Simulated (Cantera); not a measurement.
Input: 1 mol B, 14 mol H2O, equilibrated at 14.0 Pa.

Cantera equilibrium calculation (NASA polynomials, part measured and part estimated; ideal gas, pure solids and liquids). Candidate condensed phases: B, B2O3, B3O3H3, H2O; 23 gas species. Gases not in the tables: H3BO3. Equilibrium is a limit: real reactors are often held back by kinetics, nucleation or transport.

Problem. Which condensed phases are stable at each of these points (T (K)): 1173, 1273, 1373, 1473, 1573, 1673, 1773, 1873, 1973, 2073?

Solution. 
| T (K) | condensed phases | B condensed (%) |
|---|---|---|
| 1173 | B2O3(l) | 36.8 |
| 1273 | gas only | 0.0 |
| 1373 | gas only | 0.0 |
| 1473 | gas only | 0.0 |
| 1573 | gas only | 0.0 |
| 1673 | gas only | 0.0 |
| 1773 | gas only | 0.0 |
| 1873 | gas only | 0.0 |
| 1973 | gas only | 0.0 |
| 2073 | gas only | 0.0 |

At 1173 K the condensed part is B2O3(l). From 1273 K to 2073 K nothing is condensed.
